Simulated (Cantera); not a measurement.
A Cantera script and its output.

```python
import numpy as np
import cantera as ct

gas = ct.Solution("gri30.yaml")
gas.TPX = 1250, 11000, {'CH4': 0.045, 'H2': 1, 'H': 0.018}
reactor = ct.IdealGasConstPressureReactor(gas, energy="off", clone=False)
net = ct.ReactorNet([reactor])
net.rtol, net.atol = 1e-08, 1e-18
show = ['CH4', 'H2', 'H', 'CH2', 'C2H2', 'C2H', 'C2H4']
times = np.geomspace(0.0001, 20, 12)

steps = ct.SolutionArray(gas, extra=["t"])
rows = []
print(f"{'t/s':>10s}{'T/K':>9s}{'P/Pa':>11s}" + "".join(f"{s:>11s}" for s in show))
for t in times:
    while net.time < t:
        t_next = net.step()
        steps.append(gas.state, t=t_next)
    rows.append([np.interp(t, steps.t, y) for y in (steps.T, steps.P, *steps(*show).X.T)])
    print(f"{t:10.3e}{rows[-1][0]:9.1f}{rows[-1][1]:11.4g}" + "".join(f"{x:11.3e}" for x in rows[-1][2:]))
rate = np.gradient(steps.T, steps.t)
print("integrator steps:", len(steps.t))
if steps.T.max() > steps.T[0] + 200:
    print(f"time of steepest temperature rise: {steps.t[rate.argmax()]:.4e} s")
gas.TPX = 1250, 11000, {'CH4': 0.045, 'H2': 1, 'H': 0.018}
gas.equilibrate("TP")
print(f"equilibrium (TP): T = {gas.T:.1f} K  " + "  ".join(f"{s} {gas[s].X[0]:.3e}" for s in show))
```

Output:

```
       t/s      T/K       P/Pa        CH4         H2          H        CH2       C2H2        C2H       C2H4
 1.000e-04   1250.0    1.1e+04  3.916e-02  9.563e-01  1.996e-03  6.792e-07  9.388e-06  5.761e-12  7.762e-05
 3.033e-04   1250.0    1.1e+04  4.049e-02  9.575e-01  6.417e-04  1.337e-07  1.382e-05  2.694e-12  1.709e-04
 9.201e-04   1250.0    1.1e+04  4.115e-02  9.578e-01  2.138e-04  1.927e-08  1.984e-05  1.287e-12  2.906e-04
 2.791e-03   1250.0    1.1e+04  4.138e-02  9.579e-01  7.192e-05  2.390e-09  2.778e-05  6.063e-13  3.995e-04
 8.465e-03   1250.0    1.1e+04  4.143e-02  9.579e-01  2.454e-05  2.877e-10  3.746e-05  2.789e-13  4.718e-04
 2.568e-02   1250.0    1.1e+04  4.145e-02  9.579e-01  9.022e-06  3.937e-11  4.883e-05  1.337e-13  5.086e-04
 7.789e-02   1250.0    1.1e+04  4.145e-02  9.579e-01  4.076e-06  8.079e-12  6.355e-05  7.862e-14  5.200e-04
 2.363e-01   1250.0    1.1e+04  4.146e-02  9.579e-01  2.306e-06  2.591e-12  8.680e-05  6.074e-14  5.083e-04
 7.166e-01   1250.0    1.1e+04  4.146e-02  9.579e-01  1.735e-06  1.469e-12  1.299e-04  6.842e-14  4.667e-04
 2.174e+00   1250.0    1.1e+04  4.146e-02  9.579e-01  1.620e-06  1.280e-12  2.166e-04  1.065e-13  3.774e-04
 6.594e+00   1250.0    1.1e+04  4.147e-02  9.579e-01  1.499e-06  1.095e-12  3.265e-04  1.485e-13  2.636e-04
 2.000e+01   1250.0    1.1e+04  4.147e-02  9.579e-01  1.451e-06  1.026e-12  3.666e-04  1.614e-13  2.205e-04
integrator steps: 1217
equilibrium (TP): T = 1250.0 K  CH4 4.154e-02  H2 9.579e-01  H 1.436e-06  CH2 1.007e-12  C2H2 3.468e-04  C2H 1.511e-13  C2H4 2.074e-04
```

Model: GRI-Mech 3.0 (53 species, 325 reactions), integrated in Cantera. GRI-Mech 3.0 stops at C3 and has no aromatics, soot or wall deposition, so with more carbon than oxygen in the feed, carbon stays in small species such as C2H2 where larger ones or solid carbon would form.
